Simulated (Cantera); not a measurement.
Feed: 1 mol MgO, 7.2 mol HF, equilibrated at 1850 K and 10.0 mbar.

These are equilibrium values from Cantera (NASA tables, ideal gas, pure condensed phases), not measurements of a reactor. Candidate condensed phases: H2O, Mg, MgF2, MgO, Mg(OH)2; 31 gas species. Kinetics and transport are ignored.

Base state: HF 0.840, MgF2 0.0792, H2O 0.0767, H2 0.00211, O2 0.000951, OH 0.000665, H 0.000247, MgF 0.000136 (mole fractions); condensed: MgO(s).

Q: What changes in the equilibrium state with this change: pressure from 10.0 mbar to 1.33 mbar?

A: 
```tsv
species	before	after
HF	0.840	0.836
MgF2	0.0792	0.0800
H2O	0.0767	0.0752
H2	0.00211	0.00397
Mg	4.09e-6	5.90e-5
O	5.95e-5	0.000232
MgO(s), mol	0.428	0.418
```
